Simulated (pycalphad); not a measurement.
**Phase fractions of Al-71.84Si (wt.%)**

Computed with pycalphad from the COST 507 light-alloy database (1999), at 1 atm. The database dates from 1999; later assessments differ in places, in temperatures and in the compounds included. Amounts are mole fractions of atoms.

| T (K) | LIQUID | DIAMOND_A4 | FCC_A1 |
|---|---|---|---|
| 1550 | 1.000 | - | - |
| 1450 | 0.765 | 0.235 | - |
| 1350 | 0.597 | 0.403 | - |
| 1250 | 0.500 | 0.500 | - |
| 1150 | 0.436 | 0.564 | - |
| 1050 | 0.390 | 0.610 | - |
| 950 | 0.356 | 0.644 | - |
| 850 | - | 0.706 | 0.294 |
| 750 | - | 0.708 | 0.292 |
| 650 | - | 0.710 | 0.290 |
| 550 | - | 0.710 | 0.290 |

FCC_A1 is fcc; DIAMOND_A4 is diamond (Si).
